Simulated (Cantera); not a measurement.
## Carbon deposition, reforming and gasification: CH4 + H2

Feed: 1 mol CH4, 1.5 mol H2, at 100 Torr.

Equilibrium computed with Cantera from the NASA thermochemical tables; the gas is ideal and each condensed phase is pure. Candidate condensed phases: C, C6H6, C7H8, C8H18; 76 gas species. Equilibrium is a limit: real reactors are often held back by kinetics, nucleation or transport.

From 625 °C to 2575 °C the condensed part is C(graphite). The main C-bearing gas is CH4 at 625 °C and C2H2 (acetylene) at 2575 °C.

| T (°C) | x H2 | x H | x CH4 | x C2H2 (acetylene) | x C2H | x C4H2 | x C3 | n C(graphite) |
|---|---|---|---|---|---|---|---|---|
| 625 | 0.961 | 2.94e-10 | 0.0394 | 5.05e-11 | <1e-12 | <1e-12 | <1e-12 | 0.867 |
| 775 | 0.992 | 2.11e-8 | 0.00766 | 3.91e-9 | <1e-12 | <1e-12 | <1e-12 | 0.973 |
| 925 | 0.998 | 5.20e-7 | 0.00213 | 9.87e-8 | <1e-12 | <1e-12 | <1e-12 | 0.993 |
| 1075 | 0.999 | 6.33e-6 | 0.000777 | 1.20e-6 | <1e-12 | <1e-12 | <1e-12 | 0.997 |
| 1225 | 1.000 | 4.71e-5 | 0.000346 | 8.81e-6 | <1e-12 | 2.97e-11 | <1e-12 | 0.999 |
| 1375 | 1.000 | 0.000244 | 0.000178 | 4.47e-5 | 4.72e-11 | 7.78e-10 | <1e-12 | 0.999 |
| 1525 | 0.999 | 0.000964 | 0.000103 | 0.000172 | 1.44e-9 | 1.17e-8 | <1e-12 | 0.998 |
| 1675 | 0.996 | 0.00309 | 6.47e-5 | 0.000537 | 2.60e-8 | 1.16e-7 | 5.57e-11 | 0.996 |
| 1825 | 0.990 | 0.00839 | 4.33e-5 | 0.00141 | 3.08e-7 | 8.16e-7 | 2.07e-9 | 0.990 |
| 1975 | 0.977 | 0.0199 | 3.02e-5 | 0.00324 | 2.60e-6 | 4.38e-6 | 4.69e-8 | 0.977 |
| 2125 | 0.951 | 0.0421 | 2.15e-5 | 0.00657 | 1.67e-5 | 1.87e-5 | 7.11e-7 | 0.952 |
| 2275 | 0.907 | 0.0807 | 1.53e-5 | 0.0120 | 8.44e-5 | 6.53e-5 | 7.75e-6 | 0.911 |
| 2425 | 0.838 | 0.141 | 1.05e-5 | 0.0196 | 0.000350 | 0.000191 | 6.43e-5 | 0.845 |
| 2575 | 0.741 | 0.228 | 6.77e-6 | 0.0289 | 0.00121 | 0.000471 | 0.000423 | 0.747 |
x: gas mole fraction; n: condensed amount in mol.
